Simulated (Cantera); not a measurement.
Mixture: CH4 : C2H6 : O2 : N2 = 1 : 0.11 : 3.02 : 8.15 (molar parts), at 87000 Pa, adiabatic and at constant pressure. Ignition delay is the time to a rise of 400 K.

Model: GRI-Mech 3.0 (53 species, 325 reactions), integrated in Cantera.

Question: What does this change do: pressure from 87000 Pa to 690000 Pa?

Answer: 
```tsv
quantity	before	after
delay at 1098 K	17.4 ms	4.49 ms
delay at 1198 K	4.30 ms	1.06 ms
delay at 1298 K	1.39 ms	0.335 ms
delay at 1398 K	0.516 ms	0.126 ms
delay at 1498 K	0.215 ms	52.8 µs
apparent activation energy between 1448 and 1548 K	150 kJ/mol	150 kJ/mol
```

Question: What does this change do: constant volume in place of constant pressure?

Answer: 
```
quantity                                                before       after
--------------------------------------------------  ----------  ----------
delay at 1098 K                                        17.4 ms     16.6 ms
delay at 1198 K                                        4.30 ms     4.09 ms
delay at 1298 K                                        1.39 ms     1.30 ms
delay at 1398 K                                       0.516 ms    0.479 ms
delay at 1498 K                                       0.215 ms    0.197 ms
apparent activation energy between 1448 and 1548 K  150 kJ/mol  160 kJ/mol
```
